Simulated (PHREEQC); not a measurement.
A solution holds 6.5 mmol/kgw NH3, 0.016 mmol/kgw CO2 and 140 mmol/kgw (CH3)4NCl, at 25 °C. Closed to the air; pH follows from the charge balance.

All values are PHREEQC results (ion-association model, wateq4f.dat), not measurements.

Q: The ionic strength comes out as 0.141 mol/kgw. What activity coefficients do HCO3-, CO3-2, NH4+, Cl-, OH- get?

A: HCO3- 0.77, CO3-2 0.35, NH4+ 0.76, Cl- 0.74, OH- 0.73.

This is a speciation only: nothing precipitates in the calculation. Species that the database lacks are ignored. (CH3)4N+ isn't in the database: it is added as a free cation with an ion size of 4 Å.
